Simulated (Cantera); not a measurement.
Charge: 1 mol Si2Cl6, 0.28 mol HCl, 4.3 mol N2, at 1273 K and 61.0 mbar.

Method: chemical equilibrium by Gibbs-energy minimisation in Cantera with the NASA 1993 tables (ideal gas, pure condensed phases). The feed counts by its element totals alone. N2 is the only nitrogen source here; it is nearly inert below about 1500 K, so the nitride shown seldom forms there in practice. The tables' values for SiCl3 are old estimates; treat these amounts as uncertain. Equilibrium is a limit: real reactors are often held back by kinetics, nucleation or transport.

```csv
species,before,after
N2,0.689,0.691
SiCl4,0.254,0.260
HCl,0.0461,0.0461
SiCl3,0.00793,0.00152
SiCl2,0.00162,9.76e-5
SiHCl3,0.000238,0.000144
H2,0.00108,0.00125
"Si3N4(s), mol",0.160,0.165
```
Gas species are given as mole fractions.

Problem. Name the change that produced these shifts.
(A) HCl from 0.28 to 0.086 mol
(B) Si2Cl6 replaced by SiHCl3
(C) N2 from 4.3 to 48 mol
(D) temperature from 1273 K to 1150 K

Solution. D, temperature from 1273 K to 1150 K
